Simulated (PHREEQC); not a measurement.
A solution holds 0.003 mol PbCl2 and 0.0023 mol Li2SO4 per kg of water, at 25 °C. Closed to the air; pH follows from the charge balance.

Equilibrium calculation in PHREEQC: ion-association model, wateq4f.dat.

```
Property                 Value
--------------  --------------
pH                        5.31
ionic strength  0.0124 mol/kgw
```

| species | molality | activity | log γ |
|---|---|---|---|
| Cl- | 0.00571 | 0.00509 | -0.050 |
| Li+ | 0.00458 | 0.00411 | -0.047 |
| Pb+2 | 0.00199 | 0.00126 | -0.197 |
| SO4-2 | 0.00156 | 0.00100 | -0.193 |
| PbSO4 | 0.000709 | 0.000711 | 0.001 |
| PbCl+ | 0.000287 | 0.000256 | -0.049 |
| LiSO4- | 2.01e-5 | 1.80e-5 | -0.048 |

Precipitation was switched off in this run. Examples of supersaturated solids here: Anglesite, Larnakite. Others may be too.
